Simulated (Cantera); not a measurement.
Source: NASA polynomial tables (part measured, part estimated), evaluated in Cantera. Values are per mole of reaction as written; species without (g) are pure solids or liquids, kept so even where they would boil at 1 bar.

10 CrO3(g) + 3 Cr2N = 8 Cr2O3 + 3 NO2(g)

```
T (K)  ΔH° (kJ)  ΔS° (J/K)  ΔG° (kJ)  log10 K
-----  --------  ---------  --------  -------
300         [?]        [?]       [?]      [?]
698         [?]        [?]       [?]      [?]
798     -5593.8    -1330.0   -4532.4   296.67
898     -5581.5    -1315.5   -4400.2   255.94
998     -5569.9    -1303.3   -4269.2   223.44
1098        [?]        [?]       [?]      [?]
1198    -5547.3    -1282.6   -4010.7   174.87
1298    -5536.4    -1273.9   -3882.9   156.25
1398    -5525.7    -1265.9   -3755.9   140.33
1498    -5515.1    -1258.6   -3629.7   126.56
1598    -5504.7    -1251.9   -3504.2   114.54
1698    -5494.3    -1245.6   -3379.3   103.95
```

Problem. Some entries are withheld; supply them.

Solution. 
- 300, ΔH° (kJ): -5672.2
- 300, ΔS° (J/K): -1495.8
- 300, ΔG° (kJ): -5223.4
- 300, log10 K: 909.46
- 698, ΔH° (kJ): -5606.7
- 698, ΔS° (J/K): -1347.4
- 698, ΔG° (kJ): -4666.3
- 698, log10 K: 349.19
- 1098, ΔH° (kJ): -5558.5
- 1098, ΔS° (J/K): -1292.3
- 1098, ΔG° (kJ): -4139.5
- 1098, log10 K: 196.92
